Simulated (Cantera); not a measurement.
Charge: 1 mol Si₂H₆, 0.78 mol Cl₂, 11 mol N₂, at 898 K and 0.00130 bar.

Method: chemical equilibrium by Gibbs-energy minimisation in Cantera with the NASA 1993 tables (ideal gas, pure condensed phases). Candidate condensed phases: NH₄Cl, Si, Si₃N₄; 28 gas species. The feed counts by its element totals alone. N₂ is the only nitrogen source here; it is nearly inert below about 1500 K, so the nitride shown seldom forms there in practice. Equilibrium is a limit: real reactors are often held back by kinetics, nucleation or transport.

Base state: N₂ 0.719, H₂ 0.166, HCl 0.114, SiCl₄ 0.000404 (mole fractions); condensed: Si₃N₄(s).

Problem. What changes in the equilibrium state with this change: temperature from 898 K to 1300 K?

Solution. 
```json
[
 {"species": "N₂", "before": "0.719", "after": "0.719"},
 {"species": "H₂", "before": "0.166", "after": "0.167"},
 {"species": "HCl", "before": "0.114", "after": "0.112"},
 {"species": "SiCl₂", "before": "2.39e-8", "after": "0.00133"},
 {"species": "H", "before": "1.24e-9", "after": "1.25e-5"},
 {"species": "SiCl₃", "before": "4.47e-7", "after": "0.000146"},
 {"species": "SiCl₄", "before": "0.000404", "after": "9.56e-5"},
 {"species": "Si₃N₄(s), mol", "before": "0.665", "after": "0.660"}
]
```
The tables' values for SiCl₃ are old estimates; treat these amounts as uncertain.
